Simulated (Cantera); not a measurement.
A jet of CH₄ : O₂ : N₂ = 0.023 : 0.087 : 0.79 (molar parts) at 300 K and 0.290 bar hits a platinum plate 2.8 cm away at a mass flux of 0.19 kg/m²/s; the plate temperature is set and raised in steps from an oxygen-covered start.

Detailed kinetics in Cantera: Deutschmann's 1995 Pt surface mechanism with GRI-Mech 3.0 gas chemistry. Catalytic surfaces can have several steady states; this one follows from the mechanism file's or the stated starting coverage.

One state of this run: wall x CH₄ = 0.0135; wall x O₂ = 0.0710; wall x H₂O = 0.0224; wall x OH = 5.12e-8; wall x CO = 6.38e-6; wall x CO₂ = 0.0148; θ free Pt = 0.226; θ O* = 0.772; θ OH* = 0.00183. x: mole fraction at the wall; θ: surface coverage.

Question: Which value of plate T (K) does it belong to?
A) 1150
B) 1000
C) 1050
D) 950

Answer: D, 950
